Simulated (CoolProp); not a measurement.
Chlorine at several states: Z from the reference equation and from simpler models built on Tc = 143.7 °C, pc = 7.642 MPa, ω = 0.070; each cubic takes its own stable root.

Computed with CoolProp (reference Helmholtz-energy equation of state, Thol 2021).

```json
[
 {"T (°C)": "-40.35", "p (MPa)": "20", "phase": "liquid", "reference": "0.4549", "van der Waals": "0.7106", "Redlich-Kwong": "0.4897", "Soave-Redlich-Kwong": "0.4911", "Peng-Robinson": "(withheld)"},
 {"T (°C)": "-14.95", "p (MPa)": "3.74", "phase": "liquid", "reference": "0.08140", "van der Waals": "0.1286", "Redlich-Kwong": "0.08791", "Soave-Redlich-Kwong": "(withheld)", "Peng-Robinson": "0.07795"},
 {"T (°C)": "-63.45", "p (MPa)": "0.124", "phase": "liquid", "reference": "0.003068", "van der Waals": "(withheld)", "Redlich-Kwong": "0.003319", "Soave-Redlich-Kwong": "(withheld)", "Peng-Robinson": "0.002965"}
]
```

Task: Fill in the missing entries.

Result: 
- -40.35, Peng-Robinson: 0.4370
- -14.95, Soave-Redlich-Kwong: 0.08799
- -63.45, van der Waals: 0.9764
- -63.45, Soave-Redlich-Kwong: 0.003339

At some of these states van der Waals gives the other phase, because its saturation line lies elsewhere.
